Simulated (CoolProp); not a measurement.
Model: reference Helmholtz-energy equation of state, Thol 2019, in CoolProp.

Question: For n-pentane, give the phase and the speed of sound (m/s), Joule-Thomson coefficient (K/MPa), viscosity (µPa s), Prandtl number at 527 K and 0.176 MPa.

Answer: 
- 527 K and 0.176 MPa: gas; speed of sound 249, Joule-Thomson coefficient 5.60, viscosity 11.9, Prandtl number 0.712

Viscosity comes from a separate model (Quiñones-Cisneros 2006), older than the equation that it now runs on, and unchecked against measurements. Thermal conductivity comes from a separate model (Vassiliou 2015).
